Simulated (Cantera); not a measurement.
Feed: 1 mol CH3SiCl3, a varied amount of C2H4, 150 mol H2, held at 1623 K and 8700 Pa.

Method: chemical equilibrium by Gibbs-energy minimisation in Cantera with the NASA 1993 tables (ideal gas, pure condensed phases). Candidate condensed phases: C, C6H6, C7H8, C8H18, Si, SiC; 109 gas species. The feed counts by its element totals alone. Equilibrium is a limit: real reactors are often held back by kinetics, nucleation or transport.

Q: At 0.062 mol C2H4, list the 6 most abundant gas species with their mole fractions, and the condensed phases.

A: H2 0.980, HCl 0.0196, H 0.000232, CH4 0.000124, C2H2 (acetylene) 3.42e-5, SiCl2 1.55e-5. Condensed: C(graphite) + SiC(s).
